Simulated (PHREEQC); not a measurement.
A solution holds 11 mmol/kgw TMAH and 0.0016 mmol/kgw H4SiO4, at 25 °C. Closed to the air; pH follows from the charge balance.

Computed with PHREEQC (ion-association model, phreeqc.dat).

```json
[
 {"quantity": "pH", "before": "11.99", "after": "6.99"},
 {"quantity": "ionic strength (mol/kgw)", "before": "0.0110", "after": "1.02e-7"},
 {"quantity": "H3SiO4- (mol/kgw)", "before": "1.46e-6", "after": "2.32e-9"},
 {"quantity": "H4SiO4 (mol/kgw)", "before": "9.10e-9", "after": "1.60e-6"},
 {"quantity": "SI of Quartz (SiO2)", "before": "-4.06", "after": "-1.82"}
]
```

Name the change that produced these shifts.
A. 0.0031 mol/kgw NaHCO3 added
B. TMAH from 0.011 to 0.055 mol/kgw
C. TMAH left out
D. temperature from 25 to 75 °C

C, TMAH left out

Precipitation was switched off in this run. (CH3)4N+ isn't in the database: it is added as a free cation with an ion size of 4 Å.
